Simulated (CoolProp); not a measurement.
Vapour-liquid equilibrium of n-butane (1) + acetone (2) at 389.1 K; x and y are mole fractions of (1).

Computed with CoolProp (multi-fluid Helmholtz-energy mixture model, Bücker 2006 and Lemmon 2006; pair parameters Bell 2016).

Q: Give the bubble pressure and the first vapour's composition at x = 0.2, 0.425, 0.5. Is there an azeotrope?

A: x = 0.2: 1178 kPa, y = 0.554; x = 0.425: 1582 kPa, y = 0.702; x = 0.5: 1673 kPa, y = 0.732. No azeotrope shows between x = 0.05 and 0.95.

The pair parameters rest on a limited set of measurements; away from them the model extrapolates.
